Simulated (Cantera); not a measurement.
Mixture: CH4 : O2 : N2 = 1 : 2.9 : 10.9 (molar parts), equivalence ratio 0.69, at 1000000 Pa, adiabatic and at constant volume. Ignition delay is the time to a rise of 400 K.

Computed with Cantera and GRI-Mech 3.0 (53 species, 325 reactions).

Problem. At T0 = 1450 K, what is the delay, and which 5 reactions control it most (d ln τ / d ln k, from doubling and halving each rate constant)?

Solution. The delay is 0.245 ms.
```tsv
reaction	d ln τ / d ln k	faster rate
2 CH3 (+M) <=> C2H6 (+M)	0.47	lengthens it
CH3 + O2 <=> CH3O + O	-0.46	shortens it
CH3 + HO2 <=> CH3O + OH	-0.30	shortens it
H + O2 <=> O + OH	-0.27	shortens it
CH4 + H <=> CH3 + H2	0.22	lengthens it
```
